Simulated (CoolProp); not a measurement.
R227EA along the isotherm 143.75 °C: Z from the reference equation and from simpler models built on Tc = 101.8 °C, pc = 2.925 MPa, ω = 0.358; each cubic takes its own stable root.

Computed with CoolProp (reference Helmholtz-energy equation of state, Lemmon 2016).

```json
[
 {"p (MPa)": "0.813", "phase": "gas", "reference": "0.9327"},
 {"p (MPa)": "1.63", "phase": "gas", "reference": "0.8604"},
 {"p (MPa)": "2.44", "phase": "gas", "reference": "0.7821"},
 {"p (MPa)": "3.25", "phase": "supercritical", "reference": "0.6956"},
 {"p (MPa)": "4.06", "phase": "supercritical", "reference": "0.6011"},
 {"p (MPa)": "4.88", "phase": "supercritical", "reference": "0.5103"},
 {"p (MPa)": "5.69", "phase": "supercritical", "reference": "0.4560"},
 {"p (MPa)": "6.5", "phase": "supercritical", "reference": "0.4420"},
 {"p (MPa)": "7.31", "phase": "supercritical", "reference": "0.4505"}
]
```

Question: How far does each simpler model (van der Waals, Redlich-Kwong, Soave-Redlich-Kwong, Peng-Robinson) lie from the reference over these 9 states: mean and median of the absolute difference, and the worst?

Answer: 
- van der Waals: mean 7.0 %, median 5.3 %, worst +16.7 % at 143.75 °C and 7.31 MPa
- Redlich-Kwong: mean 3.7 %, median 2.9 %, worst -7.6 % at 143.75 °C and 4.88 MPa
- Soave-Redlich-Kwong: mean 6.8 %, median 4.1 %, worst +15.6 % at 143.75 °C and 6.5 MPa
- Peng-Robinson: mean 3.5 %, median 2.4 %, worst +7.4 % at 143.75 °C and 6.5 MPa
